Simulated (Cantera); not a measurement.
# Premixed flame

A freely propagating, adiabatic, planar premixed flame of C₃H₈ : O₂ : N₂ = 1 : 3.33 : 12.3 (molar parts), equivalence ratio 1.5, unburnt at 500 K and 101000 Pa; mixture-averaged transport, grid criteria slope 0.08 and curve 0.16, no radiation.

Detailed kinetics in Cantera: GRI-Mech 3.0 (53 species, 325 reactions). GRI-Mech 3.0 was tuned for natural gas; its chemistry of propane as a main component is partial and can be far from experiment. Burning velocities carry a grid error of a few per cent, more on coarse grids.

```json
[
 {"z (mm)": "-1.23", "T (K)": "500", "u (m/s)": "0.620", "x C₃H₈": "0.0599", "x O₂": "0.199", "x H₂O₂": "1.17e-8", "x C₂H₂": "2.22e-7", "x NO": "<1e-8", "x H₂": "0.00376"},
 {"z (mm)": "-0.818", "T (K)": "504", "u (m/s)": "0.628", "x C₃H₈": "0.0596", "x O₂": "0.198", "x H₂O₂": "1.49e-7", "x C₂H₂": "3.82e-6", "x NO": "1.36e-8", "x H₂": "0.0101"},
 {"z (mm)": "-0.614", "T (K)": "517", "u (m/s)": "0.649", "x C₃H₈": "0.0591", "x O₂": "0.195", "x H₂O₂": "6.55e-7", "x C₂H₂": "2.12e-5", "x NO": "6.37e-8", "x H₂": "0.0170"},
 {"z (mm)": "-0.409", "T (K)": "603", "u (m/s)": "0.770", "x C₃H₈": "0.0573", "x O₂": "0.184", "x H₂O₂": "3.65e-6", "x C₂H₂": "0.000191", "x NO": "4.87e-7", "x H₂": "0.0297"},
 {"z (mm)": "-0.205", "T (K)": "1009", "u (m/s)": "1.35", "x C₃H₈": "0.0403", "x O₂": "0.137", "x H₂O₂": "1.37e-5", "x C₂H₂": "0.00157", "x NO": "3.84e-6", "x H₂": "0.0479"},
 {"z (mm)": "-0.102", "T (K)": "1386", "u (m/s)": "1.94", "x C₃H₈": "0.0144", "x O₂": "0.0902", "x H₂O₂": "1.31e-5", "x C₂H₂": "0.00361", "x NO": "8.17e-6", "x H₂": "0.0571"},
 {"z (mm)": "0", "T (K)": "1745", "u (m/s)": "2.51", "x C₃H₈": "0.000436", "x O₂": "0.0421", "x H₂O₂": "1.98e-6", "x C₂H₂": "0.00629", "x NO": "1.55e-5", "x H₂": "0.0618"},
 {"z (mm)": "0.102", "T (K)": "1940", "u (m/s)": "2.81", "x C₃H₈": "5.85e-7", "x O₂": "0.0155", "x H₂O₂": "3.58e-7", "x C₂H₂": "0.00452", "x NO": "2.75e-5", "x H₂": "0.0615"},
 {"z (mm)": "0.205", "T (K)": "2018", "u (m/s)": "2.93", "x C₃H₈": "<1e-8", "x O₂": "0.00528", "x H₂O₂": "9.72e-8", "x C₂H₂": "0.00212", "x NO": "4.12e-5", "x H₂": "0.0616"},
 {"z (mm)": "0.409", "T (K)": "2062", "u (m/s)": "2.98", "x C₃H₈": "<1e-8", "x O₂": "0.000707", "x H₂O₂": "2.51e-8", "x C₂H₂": "0.000520", "x NO": "6.38e-5", "x H₂": "0.0636"},
 {"z (mm)": "0.818", "T (K)": "2079", "u (m/s)": "3.00", "x C₃H₈": "<1e-8", "x O₂": "9.01e-5", "x H₂O₂": "1.37e-8", "x C₂H₂": "5.79e-5", "x NO": "8.97e-5", "x H₂": "0.0659"},
 {"z (mm)": "1.64", "T (K)": "2089", "u (m/s)": "3.01", "x C₃H₈": "<1e-8", "x O₂": "5.22e-5", "x H₂O₂": "<1e-8", "x C₂H₂": "2.09e-6", "x NO": "0.000112", "x H₂": "0.0668"},
 {"z (mm)": "3.27", "T (K)": "2099", "u (m/s)": "3.03", "x C₃H₈": "<1e-8", "x O₂": "3.02e-5", "x H₂O₂": "<1e-8", "x C₂H₂": "3.59e-8", "x NO": "0.000124", "x H₂": "0.0671"}
]
```
x: mole fraction of selected species; z is measured from the peak of heat release.

The laminar burning velocity comes out as 61.7 cm/s and the thermal thickness comes out as 0.409 mm. The peak x(H₂O₂) comes out as 1.56e-5, the peak x(C₂H₂) comes out as 0.00635 and the peak x(H₂) is 0.0676. The grid points comes out as 141.
